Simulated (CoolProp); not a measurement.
Properties of nitrogen along the isotherm 158 K (Tc = 126.2 K, pc = 3.396 MPa, ω = 0.037).

Model: reference Helmholtz-energy equation of state, Span 2000, in CoolProp.

```tsv
p (MPa)	phase	Z	speed of sound (m/s)	viscosity (µPa s)	conductivity (mW/(m K))
1.06	gas	0.9472	250.7	10.9	15.5
2.12	gas	0.8923	245.6	11.3	16.8
3.18	gas	0.8353	241.4	11.9	18.5
4.24	supercritical	0.7771	238.8	12.8	20.7
5.31	supercritical	0.7191	239.0	13.9	23.7
6.37	supercritical	0.6667	243.6	15.4	27.4
7.43	supercritical	0.6260	254.6	17.4	31.7
8.49	supercritical	0.6021	272.3	19.7	36.1
9.55	supercritical	0.5949	294.5	22.2	40.0
10.6	supercritical	0.6001	318.3	24.6	43.4
11.7	supercritical	0.6142	343.4	27.0	46.5
12.7	supercritical	0.6319	365.4	29.1	49.1
13.8	supercritical	0.6547	388.4	31.2	51.7
14.9	supercritical	0.6797	410.0	33.1	54.0
15.9	supercritical	0.7038	428.5	34.8	56.0
17	supercritical	0.7312	447.7	36.5	58.2
```

Viscosity comes from a separate model (Lemmon 2004). Thermal conductivity comes from a separate model (Lemmon 2004).
